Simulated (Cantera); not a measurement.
What does this Cantera script print?

```python
import numpy as np
import cantera as ct

gas = ct.Solution("gri30.yaml")
gas.TPX = 1625, 101325, {'CH4': 1, 'C2H6': 0.073, 'O2': 0.902, 'N2': 3.25, 'H2O': 0.021}
reactor = ct.IdealGasReactor(gas, energy="on", clone=False)
net = ct.ReactorNet([reactor])
net.rtol, net.atol = 1e-08, 1e-16
show = ['CH4', 'C2H6', 'O2', 'H2O', 'H2']
times = np.geomspace(1e-06, 0.2, 15)

steps = ct.SolutionArray(gas, extra=["t"])
rows = []
print(f"{'t/s':>10s}{'T/K':>9s}{'P/Pa':>11s}" + "".join(f"{s:>11s}" for s in show))
for t in times:
    while net.time < t:
        t_next = net.step()
        steps.append(gas.state, t=t_next)
    rows.append([np.interp(t, steps.t, y) for y in (steps.T, steps.P, *steps(*show).X.T)])
    print(f"{t:10.3e}{rows[-1][0]:9.1f}{rows[-1][1]:11.4g}" + "".join(f"{x:11.3e}" for x in rows[-1][2:]))
rate = np.gradient(steps.T, steps.t)
print("integrator steps:", len(steps.t))
if steps.T.max() > steps.T[0] + 200:
    print(f"time of steepest temperature rise: {steps.t[rate.argmax()]:.4e} s")
gas.TPX = 1625, 101325, {'CH4': 1, 'C2H6': 0.073, 'O2': 0.902, 'N2': 3.25, 'H2O': 0.021}
gas.equilibrate("UV")
print(f"equilibrium (UV): T = {gas.T:.1f} K  " + "  ".join(f"{s} {gas[s].X[0]:.3e}" for s in show))
```

Output:

```
       t/s      T/K       P/Pa        CH4       C2H6         O2        H2O         H2
 1.000e-06   1624.4  1.013e+05  1.906e-01  1.385e-02  1.719e-01  4.004e-03  1.097e-06
 2.391e-06   1623.6  1.013e+05  1.906e-01  1.376e-02  1.719e-01  4.007e-03  5.160e-06
 5.719e-06   1621.9  1.012e+05  1.905e-01  1.354e-02  1.718e-01  4.033e-03  3.266e-05
 1.368e-05   1619.0   1.01e+05  1.901e-01  1.303e-02  1.715e-01  4.243e-03  2.524e-04
 3.270e-05   1619.9  1.013e+05  1.877e-01  1.197e-02  1.701e-01  5.642e-03  1.716e-03
 7.820e-05   1652.7   1.04e+05  1.760e-01  9.251e-03  1.619e-01  1.358e-02  9.298e-03
 1.870e-04   2674.6  2.086e+05  1.109e-03  1.093e-07  6.083e-06  1.068e-01  2.184e-01
 4.472e-04   2637.9  2.097e+05  1.519e-08  7.592e-17  7.530e-06  9.027e-02  2.369e-01
 1.069e-03   2633.0  2.094e+05  2.201e-10  8.023e-21  8.495e-06  9.024e-02  2.364e-01
 2.557e-03   2634.3  2.095e+05  2.024e-10  6.876e-21  8.610e-06  9.038e-02  2.362e-01
 6.116e-03   2634.7  2.096e+05  1.979e-10  6.600e-21  8.653e-06  9.043e-02  2.362e-01
 1.462e-02   2634.8  2.096e+05  1.975e-10  6.574e-21  8.657e-06  9.043e-02  2.362e-01
 3.497e-02   2634.8  2.096e+05  1.975e-10  6.574e-21  8.658e-06  9.043e-02  2.362e-01
 8.363e-02   2634.8  2.096e+05  1.975e-10  6.574e-21  8.658e-06  9.043e-02  2.362e-01
 2.000e-01   2634.8  2.096e+05  1.975e-10  6.574e-21  8.658e-06  9.043e-02  2.362e-01
integrator steps: 1739
time of steepest temperature rise: 1.4739e-04 s
equilibrium (UV): T = 2634.8 K  CH4 2.209e-10  C2H6 8.056e-21  O2 8.658e-06  H2O 9.043e-02  H2 2.362e-01
```

Model: GRI-Mech 3.0 (53 species, 325 reactions), integrated in Cantera.
